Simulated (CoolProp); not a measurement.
Isopentane along the isobar 0.101 MPa: fugacity coefficient from the reference equation and from simpler models built on Tc = 460.3 K, pc = 3.378 MPa, ω = 0.227; each cubic takes its own stable root.

Values from CoolProp's reference Helmholtz-energy equation of state, Lemmon 2006. It is a short technical equation, of lower accuracy than the large ones.

```csv
T (K),phase,reference
141.3,liquid,1.377e-6
155.2,liquid,1.641e-5
169.1,liquid,0.0001238
183,liquid,0.0006598
196.9,liquid,0.002687
210.7,liquid,0.008778
224.6,liquid,0.02439
238.5,liquid,0.05897
252.4,liquid,0.1271
266.3,liquid,0.2489
280.2,liquid,0.4497
294,liquid,0.7559
307.9,gas,0.9612
321.8,gas,0.9666
335.7,gas,0.9711
349.6,gas,0.9747
```

Task: How far does each simpler model (van der Waals, Redlich-Kwong, Peng-Robinson) lie from the reference over these 16 states: mean and median of the absolute difference, and the worst?

Result: 
- van der Waals: mean 84053.6 %, median 1093.7 %, worst +1007888.4 % at 141.3 K and 0.101 MPa
- Redlich-Kwong: mean 84.3 %, median 100.1 %, worst +153.5 % at 169.1 K and 0.101 MPa
- Peng-Robinson: mean 10.1 %, median 2.8 %, worst +53.2 % at 141.3 K and 0.101 MPa

At some of these states van der Waals, Redlich-Kwong gives the other phase, because its saturation line lies elsewhere.
